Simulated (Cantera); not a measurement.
**Ammonia decomposition in nitride growth gas**

An isothermal, constant-pressure homogeneous reactor starts with NH3 : H2 = 1 : 24 (molar parts), at 1950 K and 0.0355 atm.

Cantera simulation using the gas-phase N/H chemistry of the illustrative SiF4/NH3 mechanism in the Surface Chemkin manual (1991); the numbers are that mechanism's predictions, not measurements. Walls and surfaces, which speed up NH3 decomposition in real reactors, are not modelled.

```tsv
t (s)	x NH3	x H2	x H	x N2	x N	x N2H4	x N2H2
8.00e-6	0.0400	0.960	1.28e-7	<1e-12	<1e-12	<1e-12	<1e-12
3.74e-5	0.0400	0.960	6.72e-7	<1e-12	<1e-12	<1e-12	<1e-12
0.000175	0.0400	0.960	3.23e-6	<1e-12	<1e-12	<1e-12	<1e-12
0.000818	0.0400	0.960	1.52e-5	7.56e-11	1.98e-12	<1e-12	7.30e-12
0.00383	0.0400	0.960	7.10e-5	1.18e-8	2.07e-10	1.82e-12	1.91e-10
0.0179	0.0399	0.960	0.000330	2.06e-6	2.06e-8	3.89e-11	6.83e-9
0.0837	0.0392	0.959	0.00104	0.000324	6.31e-7	3.73e-10	1.27e-7
0.391	0.0328	0.963	0.00117	0.00340	7.47e-7	3.29e-10	1.20e-7
1.83	0.0139	0.972	0.00161	0.0125	8.02e-7	1.09e-10	4.82e-8
8.55	0.000119	0.975	0.00584	0.0191	3.27e-7	<1e-12	9.43e-11
40.0	8.57e-6	0.975	0.00600	0.0192	2.56e-8	<1e-12	<1e-12
```
x: mole fraction; the columns are a selection and need not sum to one.

Equilibrium at this temperature and pressure: NH3 1.05e-7, H2 0.975, H 0.00600, N2 0.0192, N 3.13e-10, N2H4 <1e-12, N2H2 <1e-12 (gas phase only).
